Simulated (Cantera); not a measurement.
Mixture: 27.4 % H2, 15.2 % O2, 57.3 % N2, equivalence ratio 0.90, at 101000 Pa, adiabatic and at constant volume. Ignition delay is the time to a rise of 400 K.

Model: the H2/O2 subset of GRI-Mech 3.0, which has no nitrogen chemistry, integrated in Cantera. Where the delays flatten at high temperature, the 400 K rule measures the pace of heat release, not the induction time.

Predict: delay at 1150 K; delay at 1300 K; delay at 1450 K; delay at 1600 K; delay at 1750 K.


```json
{
  "delay at 1150 K": "59.4 µs",
  "delay at 1300 K": "27.8 µs",
  "delay at 1450 K": "17.3 µs",
  "delay at 1600 K": "13.3 µs",
  "delay at 1750 K": "12.2 µs"
}
```
